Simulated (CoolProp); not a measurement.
cis-2-butene at several states: Z from the reference equation and from simpler models built on Tc = 435.8 K, pc = 4.236 MPa, ω = 0.202; each cubic takes its own stable root.

The numbers come from the reference Helmholtz-energy equation of state, Lemmon 2005 in CoolProp. It is a short technical equation, of lower accuracy than the large ones.

| T (K) | p (MPa) | phase | reference | Redlich-Kwong | Peng-Robinson |
|---|---|---|---|---|---|
| 214.6 | 0.0954 | liquid | 0.004243 | ___ | 0.004102 |
| 189.9 | 3.79 | liquid | 0.1834 | 0.2025 | 0.1789 |
| 300 | 4.02 | liquid | ___ | ___ | ___ |
| 516.3 | 14.6 | supercritical | 0.5656 | ___ | 0.5860 |

Question: Fill in the missing entries.

Answer: 
- 214.6, Redlich-Kwong: 0.004675
- 300, reference: 0.1461
- 300, Redlich-Kwong: 0.1616
- 300, Peng-Robinson: 0.1394
- 516.3, Redlich-Kwong: 0.5959
